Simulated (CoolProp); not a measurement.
The fluid at 252.65 K and 15.9 MPa expands adiabatically to 1.07 MPa with isentropic efficiency 0.9. The same conditions are run with several fluids, on thermodynamics alone (safety and materials aside).

Values from CoolProp's reference Helmholtz-energy equation of state of each fluid (fluorine: de Reuck 1990; nitrogen: Span 2000; CF4 (R14): Platzer 1990; methane: Setzmann 1991; normal hydrogen: Leachman 2009). The equations of Platzer and Polt are older, rougher fits.

```csv
fluid,work (kJ/kg),final temperature (K),final phase,final density (kg/m³)
fluorine,79.0,123.2,gas,(withheld)
nitrogen,(withheld),(withheld),gas,34.1
CF4 (R14),17.8,190.1,(withheld),144
methane,130,150.6,(withheld),(withheld)
normal hydrogen,(withheld),122.3,gas,2.11
```

Task: Some entries are withheld; supply them.

Result: 
- fluorine, final density (kg/m³): 45.2
- nitrogen, work (kJ/kg): 109
- nitrogen, final temperature (K): 121.5
- CF4 (R14), final phase: two-phase, vapour fraction 0.488
- methane, final phase: two-phase, vapour fraction 0.741
- methane, final density (kg/m³): 22.3
- normal hydrogen, work (kJ/kg): 1790
